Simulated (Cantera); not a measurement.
Charge: 1 mol CsOH, 1.4 mol H₂O, equilibrated at 13.3 mbar.

Equilibrium computed with Cantera from the NASA thermochemical tables; the gas is ideal and each condensed phase is pure. Candidate condensed phases: Cs, CsOH, H₂O; 15 gas species. Rates play no part.

log p: log10 of the partial pressure in bar; nothing condenses.

```csv
T (°C),log p H₂O,log p CsOH,log p Cs,log p O₂
1127,-2.11,-2.26,-4.67,-5.23
1177,-2.11,-2.26,-4.45,-5.01
1227,-2.11,-2.26,?,?
1277,-2.11,-2.26,-4.07,-4.63
1327,-2.11,-2.27,-3.90,-4.46
1377,-2.11,-2.27,-3.74,-4.30
1427,-2.11,-2.28,?,?
1477,-2.11,-2.29,-3.45,-4.02
1527,-2.11,-2.31,-3.32,-3.89
1577,-2.11,-2.33,-3.21,-3.77
1627,-2.11,-2.35,-3.10,-3.67
1677,-2.12,-2.37,-3.00,-3.57
```

Q: Some entries are withheld; supply them.

A: 
- 1427, log p Cs: -3.59
- 1427, log p O₂: -4.15
- 1227, log p Cs: -4.25
- 1227, log p O₂: -4.82
